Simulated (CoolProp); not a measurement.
50 sccm (0 °C, 1 atm) of nitrogen bubbles through liquid methanol at 284.6 K and leaves saturated at a total pressure of 0.0708 MPa (ideal gas phase). Each further row changes one setting.

Computed with CoolProp (reference Helmholtz-energy equation of state, de Reuck 1993).

```json
[
 {"case": "as stated", "vapour pressure (kPa)": "8.09", "mole fraction of vapour": "…", "delivery (mg/min)": "…", "delivery (sccm)": "6.45", "change of delivery for a bath 1 K warmer (%)": "6.7"},
 {"case": "bath temperature 289.6 K", "vapour pressure (kPa)": "…", "mole fraction of vapour": "…", "delivery (mg/min)": "…", "delivery (sccm)": "8.93", "change of delivery for a bath 1 K warmer (%)": "…"},
 {"case": "total pressure 0.142 MPa", "vapour pressure (kPa)": "8.09", "mole fraction of vapour": "0.0570", "delivery (mg/min)": "…", "delivery (sccm)": "…", "change of delivery for a bath 1 K warmer (%)": "6.3"}
]
```

### Question
Complete the blanks.

### Answer

- as stated, mole fraction of vapour: 0.114
- as stated, delivery (mg/min): 9.22
- bath temperature 289.6 K, vapour pressure (kPa): 10.7
- bath temperature 289.6 K, mole fraction of vapour: 0.152
- bath temperature 289.6 K, delivery (mg/min): 12.8
- bath temperature 289.6 K, change of delivery for a bath 1 K warmer (%): 6.8
- total pressure 0.142 MPa, delivery (mg/min): 4.32
- total pressure 0.142 MPa, delivery (sccm): 3.02
